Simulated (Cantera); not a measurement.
A Cantera script and its output.

```python
import numpy as np
import cantera as ct

gas = ct.Solution("gri30.yaml")
gas.TPX = 798, 24000, {'CH4': 1, 'O2': 1.67, 'N2': 10.8}
inlet = ct.Reservoir(gas, clone=True)
gas.equilibrate("HP")  # start burning
reactor = ct.IdealGasConstPressureReactor(gas, energy="on", clone=False)
exhaust = ct.Reservoir(gas, clone=True)
tau = [0.086, 0.028, 0.0092, 0.003, 0.00099, 0.00032, 0.00011, 3.5e-05, 1.1e-05, 3.7e-06][0]
for a, b in ((inlet, reactor), (reactor, exhaust)):
    ct.MassFlowController(a, b, mdot=lambda t: reactor.mass / tau)
net = ct.ReactorNet([reactor])
show = ['CH4', 'O2', 'HCO', 'C2H', 'HCN', 'NO']

rows = []
print(f"{'tau/s':>10s}{'T/K':>9s}" + "".join(f"{s:>11s}" for s in show))
for tau in [0.086, 0.028, 0.0092, 0.003, 0.00099, 0.00032, 0.00011, 3.5e-05, 1.1e-05, 3.7e-06]:
    net.initial_time = 0.0
    net.advance(30 * tau)
    before = gas.X
    net.advance(40 * tau)
    drift = np.max(np.abs(gas.X - before) / (gas.X + 1e-9))
    rows.append([gas.T, *gas[show].X, drift])
    print(f"{tau:10.3e}{gas.T:9.1f}" + "".join(f"{x:11.3e}" for x in gas[show].X))
```

It prints:

```
     tau/s      T/K        CH4         O2        HCO        C2H        HCN         NO
 8.600e-02   1963.3  1.155e-05  1.122e-03  1.484e-07  7.810e-11  2.338e-06  2.496e-04
 2.800e-02   1931.2  2.440e-05  2.011e-03  3.957e-07  2.277e-10  2.754e-06  2.088e-04
 9.200e-03   1892.7  5.727e-05  3.216e-03  1.074e-06  7.848e-10  3.385e-06  1.546e-04
 3.000e-03   1852.8  1.538e-04  4.845e-03  3.063e-06  3.472e-09  4.978e-06  1.077e-04
 9.900e-04   1808.8  4.885e-04  7.944e-03  9.271e-06  1.843e-08  9.026e-06  7.038e-05
 3.200e-04    798.0  7.424e-02  1.240e-01  2.625e-26  5.310e-37 -7.080e-19 -1.167e-18
 1.100e-04    798.0  7.424e-02  1.240e-01  3.740e-27 -6.722e-39 -3.870e-22 -6.380e-22
 3.500e-05    798.0  7.424e-02  1.240e-01  3.621e-28  2.464e-44  1.858e-27  3.063e-27
 1.100e-05    798.0  7.424e-02  1.240e-01  3.676e-29  2.405e-50  7.687e-30  1.267e-29
 3.700e-06    798.0  7.424e-02  1.240e-01  3.789e-30 -3.026e-52 -2.535e-33 -4.180e-33
```

Detailed kinetics in Cantera: GRI-Mech 3.0 (53 species, 325 reactions).
